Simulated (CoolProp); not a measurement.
A simple Rankine cycle with ethanol: condensing at 327.15 K, boiler at 0.281 MPa, turbine inlet 419.9 K, turbine efficiency 0.9, pump efficiency 0.6, no recuperator. Each further row changes one setting.

Model: reference Helmholtz-energy equation of state, Schroeder 2014, in CoolProp.

```tsv
case	thermal efficiency (%)	net work (kJ/kg)	heat in (kJ/kg)	turbine exit temperature (K)	volume ratio over the turbine
as stated	11.9	123	1030	341.4	6.59
turbine inlet 439.9 K	12.1	130	1070	361.2	6.63
condensing temperature 319.15 K	13.5	143	1050	327.9	9.32
boiler pressure 0.197 MPa	10.1	104	1040	355.3	4.77
turbine efficiency 0.8	10.6	109	1030	349.8	6.77
```
